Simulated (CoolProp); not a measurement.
Values from CoolProp's reference Helmholtz-energy equation of state, Kamei 1995.

Q: For R22, give the phase and the cp (kJ/(kg K)), speed of sound (m/s), viscosity (µPa s), conductivity (mW/(m K)) at 300.2 K and 11.4 kPa.

A: 
- 300.2 K and 11.4 kPa: gas; cp 0.653, speed of sound 184, viscosity 13.9, conductivity 11.6

Viscosity comes from a separate model (Bell 2016), an estimate that may be off by 10 % or more. Thermal conductivity comes from a separate model (McLinden 2000), an estimate that may be off by 10 % or more.
